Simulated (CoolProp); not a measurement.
A single-stage vapour-compression cycle with chloromethane (R40): evaporating at 272.15 K (dew point), condensing at 339.15 K (bubble point), superheat 2 K, subcooling 5 K, compressor efficiency 0.6, no pressure losses. Each further row changes one setting.

Model: reference Helmholtz-energy equation of state, Thol 2014, in CoolProp.

```
case                              cooling COP  pressure ratio  discharge temperature (K)  refrigerating effect (kJ/kg)  volumetric capacity (kJ/m³)
--------------------------------  -----------  --------------  -------------------------  ----------------------------  ---------------------------
as stated                                 ___            6.52                      456.3                           303                         1790
evaporating temperature 277.15 K         2.15            5.48                      444.3                           ___                         2130
condensing temperature 334.15 K          2.12            5.83                      444.7                           312                         1840
subcooling 10 K                          1.97            6.52                      456.3                           312                         1840
superheat 12 K                           1.89            6.52                      470.6                           312                          ___
compressor efficiency 0.5                 ___            6.52                      484.2                           303                         1790
```

Problem. Complete the blanks.

Solution. 
- as stated, cooling COP: 1.92
- evaporating temperature 277.15 K, refrigerating effect (kJ/kg): 306
- superheat 12 K, volumetric capacity (kJ/m³): 1760
- compressor efficiency 0.5, cooling COP: 1.60
